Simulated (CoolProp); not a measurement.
Vapour-liquid equilibrium of isobutene (1) + acetone (2) at -4.45 °C; x and y are mole fractions of (1).

Computed with CoolProp (multi-fluid Helmholtz-energy mixture model, Lemmon 2005 and Lemmon 2006; pair parameters Bell 2016).

```tsv
x	bubble pressure (MPa)	y at the bubble point	dew pressure at overall composition x (MPa)	liquid density (mol/L)
0.05	0.02325	0.697	0.007692	13.89
0.125	0.04305	0.845	0.008342	13.62
0.2	0.05816	0.891	0.009110	13.37
0.275	0.06924	0.913	0.01003	13.12
0.35	0.07714	0.926	0.01116	12.87
0.425	0.08272	0.934	0.01258	12.63
0.5	0.08676	0.939	0.01440	12.40
0.575	0.08993	0.944	0.01685	12.18
0.65	0.09278	0.948	0.02029	11.97
0.725	0.09572	0.954	0.02548	11.76
0.8	0.09910	0.961	0.03421	11.57
0.875	0.1032	0.971	0.05176	11.39
0.95	0.1081	0.986	0.09366	11.22
```

No azeotrope shows between x = 0.05 and 0.95.

The pair parameters rest on a limited set of measurements; away from them the model extrapolates. With so large a gap from Raoult's law the liquid may split in two, which this calculation doesn't test in full.
